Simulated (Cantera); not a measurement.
Input: 1 mol SiO2, 1100 mol H2, 27 mol N2, at 330 Torr.

Equilibrium computed with Cantera from the NASA thermochemical tables; the gas is ideal and each condensed phase is pure. Candidate condensed phases: H2O, Si, SiO2, Si2N2O, Si3N4; 35 gas species. Mutual solubility and eutectic melting of coexisting phases are not modelled. The tables hold silica as quartz up to 1696 K and as liquid above; real silica turns to tridymite and cristobalite and melts near 1996 K. Kinetics and transport are ignored.

Question: What share of the Si ends up in condensed phases as a function of T (K), at 1525, 1600, 1675, 1750, 1825, 1900, 1975, 2050, 2125?

Answer: 
```json
[
 {"T (K)": "1525", "Si condensed (%)": "95.0", "as": "SiO2(β-quartz) + Si2N2O(s)"},
 {"T (K)": "1600", "Si condensed (%)": "73.1", "as": "SiO2(β-quartz)"},
 {"T (K)": "1675", "Si condensed (%)": "33.5", "as": "SiO2(β-quartz)"},
 {"T (K)": "1750", "Si condensed (%)": "0.0", "as": "-"},
 {"T (K)": "1825", "Si condensed (%)": "0.0", "as": "-"},
 {"T (K)": "1900", "Si condensed (%)": "0.0", "as": "-"},
 {"T (K)": "1975", "Si condensed (%)": "0.0", "as": "-"},
 {"T (K)": "2050", "Si condensed (%)": "0.0", "as": "-"},
 {"T (K)": "2125", "Si condensed (%)": "0.0", "as": "-"}
]
```
